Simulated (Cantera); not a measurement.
Input: 1 mol BN, 3.1 mol HF, 0.51 mol H2, held at 1252 °C and 0.450 bar.

Cantera equilibrium calculation (NASA polynomials, part measured and part estimated; ideal gas, pure solids and liquids). Candidate condensed phases: B, BN; 31 gas species. The tables' values for BF2 are old estimates; treat these amounts as uncertain. Kinetics and transport are ignored.

Base state: H2 0.550, BF3 0.271, N2 0.138, HF 0.0363, BHF2 0.00369, BF2 0.000621, H 2.62e-5 (mole fractions); condensed: BN(s).

### Question
What changes in the equilibrium state with this change: HF from 3.1 to 9.4 mol?

### Answer
| species | before | after |
|---|---|---|
| HF | 0.0363 | 0.646 |
| H2 | 0.550 | 0.203 |
| BF3 | 0.271 | 0.101 |
| N2 | 0.138 | 0.0505 |
| BHF2 | 0.00369 | 2.84e-5 |
| BF2 | 0.000621 | 7.88e-6 |
| H | 2.62e-5 | 1.59e-5 |
| BN(s), mol | 0.00515 | 0 |
